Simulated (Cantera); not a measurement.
Input: 1 mol SiH₂Cl₂, 0.032 mol C₂H₄, 3.8 mol H₂, at 0.100 bar.

Cantera equilibrium calculation (NASA polynomials, part measured and part estimated; ideal gas, pure solids and liquids). Candidate condensed phases: C, C₆H₆, C₇H₈, C₈H₁₈, Si, SiC; 109 gas species. Mutual solubility and eutectic melting of coexisting phases are not modelled. The tables' values for SiCl₃ are old estimates; treat these amounts as uncertain. The numbers say what is thermodynamically allowed, not how fast it happens.

### Question
At 1002 °C, list the 5 most abundant gas species with their mole fractions, and the condensed phases.

### Answer
H₂ 0.821, HCl 0.0923, SiCl₄ 0.0347, SiCl₂ 0.0269, SiHCl₃ 0.0125. Condensed: Si(s) + SiC(s).
